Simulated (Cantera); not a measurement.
A perfectly stirred reactor is fed with 5.21 % CO, 1.21 % O₂, 0.604 % H₂O, 93.0 % N₂, equivalence ratio 2.2, at 370000 Pa; it is held at 1075 K, and followed from long to short residence time.

Computed with Cantera and GRI-Mech 3.0 (53 species, 325 reactions).

### Question
Predict: x(CO) at τ = 23.0 s; x(O₂) at τ = 23.0 s; x(H₂O) at τ = 23.0 s; x(OH) at τ = 23.0 s; x(CO) at τ = 57.0 ms; x(O₂) at τ = 57.0 ms; x(H₂O) at τ = 57.0 ms; x(OH) at τ = 57.0 ms; x(H₂O₂) at τ = 57.0 ms.

### Answer
```json
{
 "x(CO) at τ = 23.0 s": "0.0258",
 "x(O₂) at τ = 23.0 s": "1.85e-5",
 "x(H₂O) at τ = 23.0 s": "0.00360",
 "x(OH) at τ = 23.0 s": "1.43e-8",
 "x(CO) at τ = 57.0 ms": "0.0476",
 "x(O₂) at τ = 57.0 ms": "0.00986",
 "x(H₂O) at τ = 57.0 ms": "0.00599",
 "x(OH) at τ = 57.0 ms": "1.10e-7",
 "x(H₂O₂) at τ = 57.0 ms": "7.53e-7"
}
```
